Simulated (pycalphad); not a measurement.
## Phase fractions of Si-0.61Cu (at.%)

Computed with pycalphad from the COST 507 light-alloy database (1999), at 1 atm. These are 1990s assessments: newer ones move some temperatures and phases. Amounts are mole fractions of atoms. Kinetics are ignored, which matters at the lower temperatures.

```
T (K)  LIQUID  DIAMOND_A4  CU19SI6_ETA
-----  ------  ----------  -----------
1700    1.000           -            -
1625    0.055       0.945            -
1550    0.028       0.972            -
1475    0.019       0.981            -
1400    0.014       0.986            -
1325    0.012       0.988            -
1250    0.010       0.990            -
1175    0.010       0.990            -
1100    0.009       0.991            -
1025        -       0.992        0.008
950         -       0.992        0.008
875         -       0.992        0.008
800         -       0.992        0.008
725         -       0.992        0.008
650         -       0.992        0.008
575         -       0.992        0.008
500         -       0.992        0.008
```

Database names, with the compositions (at.%) that they take in these runs: CU19SI6_ETA: Cu 76 Si 24. DIAMOND_A4 is diamond (Si).
